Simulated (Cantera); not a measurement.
Aluminium and copper etching: Cu + HF + H2

Feed: 1 mol Cu, 2 mol HF, 0.38 mol H2, held at 1023 K and 34.0 Pa.

Cantera equilibrium calculation (NASA polynomials, part measured and part estimated; ideal gas, pure solids and liquids). Candidate condensed phases: Cu, CuF2; 15 gas species. The numbers say what is thermodynamically allowed, not how fast it happens.

```yaml
x(HF): 0.840
x(H2): 0.160
n(Cu(s)): 1.000 mol
gas_amount: 2.380 mol
log10 activity of CuF2(s) (absent): -11.58
```
